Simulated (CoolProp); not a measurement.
Properties of R1233zd(E) along the isobar 162 bar (Tc = 165.7 °C, pc = 35.83 bar, ω = 0.304).

Values from CoolProp's reference Helmholtz-energy equation of state, Akasaka 2022.

```csv
T (°C),phase,Joule-Thomson coefficient (K/MPa),expansivity (1/kK)
-31.95,liquid,-0.4452,1.365
-2.15,liquid,-0.4027,1.453
27.65,liquid,-0.3524,1.568
57.55,liquid,-0.2901,1.721
87.35,liquid,-0.2103,1.922
117.15,liquid,-0.1044,2.181
147.05,liquid,0.03965,2.510
176.85,supercritical,0.2344,2.904
```
